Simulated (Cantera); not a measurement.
Input: 1 mol Pb, 4.5 mol CO, 68 mol N2.

These are equilibrium values from Cantera (NASA tables, ideal gas, pure condensed phases), not measurements of a reactor. Candidate condensed phases: C, Pb, PbO, PbO2, Pb3O4; 27 gas species. Equilibrium is a limit: real reactors are often held back by kinetics, nucleation or transport.

### Question
What condenses at these points (T in °C, P in Pa): (900, 3200); (1250, 750); (1000, 13000); (1000, 56000); (950, 56000); (1200, 750)?

### Answer
```tsv
T (°C)	P in Pa	condensed phases	Pb condensed (%)
900	3200	Pb	3.2
1250	750	gas only	0.0
1000	13000	gas only	0.0
1000	56000	C + Pb	76.2
950	56000	C + Pb	88.2
1200	750	gas only	0.0
```
